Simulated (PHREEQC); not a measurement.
Dissolve 0.044 mol HF, 0.00029 mol NaF and 6e-06 mol H4SiO4 per kg of water at 18 °C. Closed to the air; pH follows from the charge balance.

Equilibrium calculation in PHREEQC: ion-association model, wateq4f.dat.

Each row changes one thing in this solution. This is a speciation only: nothing precipitates in the calculation.

```tsv
case	pH	ionic strength (mol/kgw)	HF (mol/kgw)	F- (mol/kgw)	H2F2 (mol/kgw)	HF2- (mol/kgw)	SI of Quartz (SiO2)
as made	2.30	0.00571	0.0314	0.00511	0.00330	0.000580	-8.59
HF from 0.044 to 0.088 mol/kgw	2.15	0.00804	0.0571	0.00665	[?]	0.00137	[?]
diluted 2-fold with water	2.45	0.00392	0.0162	0.00370	0.000881	0.000217	-7.45
diluted 10-fold with water	2.84	0.00154	0.00281	[?]	2.65e-5	1.55e-5	[?]
temperature from 18 to 75 °C	2.49	0.00378	0.0388	0.00322	0.000554	0.000543	-5.37
```

Task: What belongs in the gaps?

Result: 
- HF from 0.044 to 0.088 mol/kgw, H2F2 (mol/kgw): 0.0109
- HF from 0.044 to 0.088 mol/kgw, SI of Quartz (SiO2): -9.87
- diluted 10-fold with water, F- (mol/kgw): 0.00153
- diluted 10-fold with water, SI of Quartz (SiO2): -4.32

Complexes and solids missing from the database can't appear. wateq4f.dat counts part of the HF as a dimer, H2F2, which phreeqc.dat doesn't know; its constant is uncertain. At this temperature some constants are extrapolated from 25 °C, and those without enthalpy data are left unchanged. SiF6-2 is the database's only silicon fluoride.
